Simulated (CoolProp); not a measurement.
Vapour-liquid equilibrium of R22 (1) + R123 (2) at 0.822 MPa; x and y are mole fractions of (1).

Values from CoolProp's multi-fluid Helmholtz-energy mixture model, Kamei 1995 and Younglove 1994; pair parameters Bell 2016.

Task: Give the bubble temperature and the first vapour's composition at x = 0.05, 0.35, 0.95. Is there an azeotrope?

Result: x = 0.05: 93.7 °C, y = 0.183; x = 0.35: 53.9 °C, y = 0.775; x = 0.95: 18.3 °C, y = 0.993. No azeotrope shows between x = 0.05 and 0.95.

The pair parameters rest on a limited set of measurements; away from them the model extrapolates.
